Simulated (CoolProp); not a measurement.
Vapour pressure (bar) of decamethyltetrasiloxane (MD2M): the reference equation beside estimates from Tc = 326.2 °C, pc = 11.44 bar, ω = 0.635. Clausius-Clapeyron is anchored at 77.15 °C with a constant enthalpy of vaporisation of 53.12 kJ/mol.

Computed with CoolProp (reference Helmholtz-energy equation of state, Thol 2017).

| T (°C) | reference | Clausius-Clapeyron | van der Waals | Redlich-Kwong | Peng-Robinson |
|---|---|---|---|---|---|
| 62.95 | 0.007017 | 0.007109 | 0.6647 | 0.1109 | 0.008507 |
| 70.05 | 0.01049 | 0.01053 | 0.7545 | 0.1408 | 0.01241 |
| 77.15 | 0.01536 | 0.01536 | … | 0.1767 | 0.01776 |
| 84.25 | 0.02204 | 0.02207 | 0.9585 | 0.2193 | 0.02499 |
| 91.35 | 0.03103 | 0.03126 | 1.073 | 0.2693 | 0.03457 |
| 98.45 | … | 0.04370 | 1.197 | 0.3276 | 0.04710 |
| 105.55 | 0.05847 | 0.06032 | 1.331 | 0.3949 | 0.06326 |
| 112.55 | 0.07809 | 0.08193 | 1.471 | 0.4709 | 0.08349 |
| 119.65 | 0.1033 | 0.1105 | 1.624 | 0.5587 | 0.1093 |
| 126.75 | … | 0.1475 | 1.787 | 0.6579 | 0.1413 |

Task: Some entries are withheld; supply them.

Result: 
- 77.15, van der Waals: 0.8523
- 98.45, reference: 0.04295
- 126.75, reference: 0.1348

Absolute difference from the reference over all 10 rows, mean and median: Clausius-Clapeyron 2.9 and 1.5 %, van der Waals 3886.6 and 3022.5 %, Redlich-Kwong 800.6 and 715.3 %, Peng-Robinson 11.5 and 10.5 %.
